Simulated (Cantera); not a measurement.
Mixture: CO : H₂ : CH₄ : O₂ : N₂ : H₂O = 1 : 1 : 0.55 : 2.89 : 10.9 : 1.7 (molar parts), equivalence ratio 0.73, at 100000 Pa, adiabatic and at constant pressure. Ignition delay is the time to a rise of 400 K.

Model: GRI-Mech 3.0 (53 species, 325 reactions), integrated in Cantera. Below about 1000 K GRI-Mech 3.0 lacks low-temperature oxidation paths.

**Question.** Predict: delay at 975 K; delay at 1075 K; delay at 1175 K; delay at 1275 K; delay at 1375 K; delay at 1475 K; delay at 1575 K; apparent activation energy between 1375 and 1575 K.

**Answer.** 
- delay at 975 K = 15.0 ms
- delay at 1075 K = 1.64 ms
- delay at 1175 K = 0.498 ms
- delay at 1275 K = 0.212 ms
- delay at 1375 K = 0.111 ms
- delay at 1475 K = 67.5 µs
- delay at 1575 K = 45.3 µs
- apparent activation energy between 1375 and 1575 K = 81 kJ/mol
